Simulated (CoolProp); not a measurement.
Model: reference Helmholtz-energy equation of state, Leachman 2009, in CoolProp.

Problem. Give the vapour pressure (bar), enthalpy of vaporisation (kJ/kg), vapour Z, liquid viscosity (µPa s) of saturated normal hydrogen at -246.05, -242.05, -240.75 °C.

Solution. 
```json
[
 {"T (°C)": "-246.05", "p (bar)": "4.87", "enthalpy of vaporisation (kJ/kg)": "376", "vapour Z": "0.736", "liquid viscosity (µPa s)": "8.10"},
 {"T (°C)": "-242.05", "p (bar)": "9.56", "enthalpy of vaporisation (kJ/kg)": "257", "vapour Z": "0.565", "liquid viscosity (µPa s)": "5.69"},
 {"T (°C)": "-240.75", "p (bar)": "11.6", "enthalpy of vaporisation (kJ/kg)": "174", "vapour Z": "0.467", "liquid viscosity (µPa s)": "4.68"}
]
```

Viscosity comes from a separate model (Muzny 2013).
